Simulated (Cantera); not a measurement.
Feed: 1 mol SiC, 0.022 mol CO₂, 2.1 mol N₂, 1.4 mol H₂O, held at 0.550 bar.

Equilibrium computed with Cantera from the NASA thermochemical tables; the gas is ideal and each condensed phase is pure. Candidate condensed phases: C, C₆H₆, C₇H₈, C₈H₁₈, H₂O, Si, SiC, SiO₂, Si₂N₂O, Si₃N₄; 151 gas species. Mutual solubility and eutectic melting of coexisting phases are not modelled. Gases not in the tables: Si₂H₆ and higher silanes. The numbers say what is thermodynamically allowed, not how fast it happens.

### Question
Which condensed phases are stable at each of these points (T (K)): 1573, 1623, 1673, 1723, 1773, 1823, 1873, 1923, 1973, 2023, 2073, 2123, 2173, 2223?

### Answer
```tsv
T (K)	condensed phases	Si condensed (%)
1573	C(graphite) + Si₂N₂O(s)	100.0
1623	C(graphite) + Si₂N₂O(s)	100.0
1673	C(graphite) + Si₂N₂O(s)	99.9
1723	C(graphite) + Si₂N₂O(s)	99.9
1773	C(graphite) + Si₂N₂O(s)	99.7
1823	SiC(s) + Si₂N₂O(s)	99.3
1873	SiC(s) + Si₂N₂O(s)	98.3
1923	SiC(s) + Si₂N₂O(s)	96.0
1973	SiC(s) + Si₂N₂O(s)	90.9
2023	SiC(s) + Si₂N₂O(s)	80.1
2073	SiC(s) + Si₂N₂O(s)	58.1
2123	SiC(s)	28.6
2173	SiC(s)	28.4
2223	SiC(s)	28.2
```

From 1573 K to 1773 K the condensed part is C(graphite) + Si₂N₂O(s). From 1823 K to 2073 K the condensed part is SiC(s) + Si₂N₂O(s). From 2123 K to 2223 K the condensed part is SiC(s).
